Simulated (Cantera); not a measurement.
A closed system holds: 1 mol Si3N4, 0.071 mol C, a varied amount of H2, at 2075 K and 0.0133 bar.

Method: chemical equilibrium by Gibbs-energy minimisation in Cantera with the NASA 1993 tables (ideal gas, pure condensed phases). Candidate condensed phases: C, C6H6, C7H8, C8H18, Si, SiC, Si3N4; 105 gas species. Mutual solubility and eutectic melting of coexisting phases are not modelled. The tables' values for SiN are old estimates; treat these amounts as uncertain. Gases not in the tables: Si2H6 and higher silanes. Kinetics and transport are ignored.

Task: At 1.4 mol H2, list the 4 most abundant gas species with their mole fractions, and the condensed phases.

Result: N2 0.579, H2 0.397, H 0.0145, Si 0.00764. Condensed: Si(l) + SiC(s).
